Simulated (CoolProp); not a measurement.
A simple Rankine cycle with R113: condensing at 293.15 K, boiler at 2.03 MPa, turbine inlet 455.2 K, turbine efficiency 0.7, pump efficiency 0.7, no recuperator. Each further row changes one setting.

The numbers come from the reference Helmholtz-energy equation of state, Marx 1992 in CoolProp.

```
case                             thermal efficiency (%)  net work (kJ/kg)  heat in (kJ/kg)  turbine exit temperature (K)  volume ratio over the turbine
-------------------------------  ----------------------  ----------------  ---------------  ----------------------------  -----------------------------
as stated                                          17.1        (withheld)              243                    (withheld)                     (withheld)
turbine inlet 475.2 K                              17.1              45.2              264                         387.6                     (withheld)
condensing temperature 285.15 K                    18.0        (withheld)              250                         359.1                     (withheld)
boiler pressure 1.42 MPa                     (withheld)              41.2              254                         380.3                           40.7
turbine efficiency 0.6                             14.6        (withheld)              243                         372.8                           69.4
```

Question: Fill in the missing entries.

Answer: 
- as stated, net work (kJ/kg): 41.6
- as stated, turbine exit temperature (K): 364.2
- as stated, volume ratio over the turbine: 67.8
- turbine inlet 475.2 K, volume ratio over the turbine: 61.8
- condensing temperature 285.15 K, net work (kJ/kg): 45.1
- condensing temperature 285.15 K, volume ratio over the turbine: 94.0
- boiler pressure 1.42 MPa, thermal efficiency (%): 16.2
- turbine efficiency 0.6, net work (kJ/kg): 35.4
